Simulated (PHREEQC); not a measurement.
A solution holds 0.052 mol/kgw HCl, at 65 °C. Closed to the air; pH follows from the charge balance.

Computed with PHREEQC (ion-association model, wateq4f.dat).

This is a speciation only: nothing precipitates in the calculation.

**Question.** Estimate the pH.

**Answer.** pH 1.36.

Species that the database lacks are ignored. Away from 25 °C the constants follow the database's enthalpies or fits; those with neither stay at their 25 °C values.
